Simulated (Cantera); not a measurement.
Cantera run:

```python
import numpy as np
import cantera as ct

gas_names = """
    C CN CO CO2 C2 CCN CNC C2N2 C2O C3 C3O2 C4 C4N2 C5 N NCO NO NO2 NO3 N2 N2O O O2 O3 Si SiC SiC2 SiN
    SiO SiO2 Si2 Si2C Si2N Si3
""".split()
cond_names = """
    C(gr) Si(cr) Si(L) SiC(b) SiO2(Lqz) SiO2(hqz) SiO2(L) Si2N2O(s) Si3N4(a)
""".split()


# ... load() reads the species with a 1 bar reference pressure and builds the phases ...
atoms = {
    'Si3N4': {'Si': 3, 'N': 4},
    'CO2': {'C': 1, 'O': 2},
    'N2': {'N': 2},
}
top_T = {'C(gr)': 4500, 'SiC(b)': 3050, 'Si2N2O(s)': 2100, 'Si3N4(a)': 2400}  # K; cautious upper limits of use, not melting points


# ... equilibrate(T, P, feed) seeds the gas with the atoms and calls Mixture.equilibrate('TP', solver="vcs", rtol=1e-11, max_steps=5000) ...
results = []
feed = {'Si3N4': 1, 'CO2': 0.085, 'N2': 5.3}  # mol
P = 1333.22  # Pa
for T in [1723, 1748, 1773, 1798, 1823, 1848, 1873, 1898, 1923, 1948, 1973, 1998, 2023, 2048]:
    mix = equilibrate(T, P, feed)
    results.append((T, P, feed, dict(zip(mix.species_names, mix.species_moles))))

top = {s: max(r[3][s] / sum(r[3][g] for g in gas_names) for r in results) for s in gas_names}
cols = sorted((s for s in top if top[s] > 0.001), key=lambda s: -top[s])[:9]
seen = [c for c in cond_names if any(r[3].get(c, 0) > 1e-12 for r in results)]
print("log10 of partial pressures in bar; condensed amounts in mol")
print(f"{'T/K':>10s}" + "".join(f"{s[:9]:>10s}" for s in cols + seen))
for T, P, feed, n in results:
    ng = sum(n[g] for g in gas_names)
    print(f"{T:10.4g}" + "".join(f"{np.log10(max(n[s] / ng * P / 1e5, 1e-99)):10.3f}" for s in cols)
          + "".join(f"{n.get(c, 0):10.4g}" for c in seen))
```

Result:

```
log10 of partial pressures in bar; condensed amounts in mol
       T/K        N2       SiO        CO        Si     Si(L)    SiC(b) Si2N2O(s)  Si3N4(a)
      1723    -1.878    -4.285    -4.488    -6.506         0   0.07173    0.1356    0.8786
      1748    -1.879    -4.036    -4.423    -6.207         0   0.06951    0.1168    0.8863
      1773    -1.882    -3.795    -4.360    -5.917         0   0.06698   0.08575    0.8982
      1798    -1.886    -3.559    -4.301    -5.633         0    0.0641   0.03381    0.9173
      1823    -1.889    -3.444    -4.356    -5.358         0   0.06642         0    0.9266
      1848    -1.885    -3.575    -4.429    -5.203     2.782   0.06408         0         0
      1873    -1.885    -3.584    -4.374    -5.055     2.787   0.06121         0         0
      1898    -1.886    -3.593    -4.321    -4.911      2.79   0.05809         0         0
      1923    -1.886    -3.603    -4.271    -4.770     2.794   0.05474         0         0
      1948    -1.886    -3.614    -4.223    -4.634     2.797   0.05113         0         0
      1973    -1.886    -3.627    -4.178    -4.501     2.799   0.04728         0         0
      1998    -1.887    -3.640    -4.135    -4.371       2.8   0.04317         0         0
      2023    -1.887    -3.654    -4.095    -4.245     2.798    0.0388         0         0
      2048    -1.888    -3.670    -4.057    -4.122     2.795   0.03416         0         0
```

Equilibrium computed with Cantera from the NASA thermochemical tables; the gas is ideal and each condensed phase is pure. Mutual solubility and eutectic melting of coexisting phases are not modelled. The tables' values for SiN are old estimates; treat these amounts as uncertain.
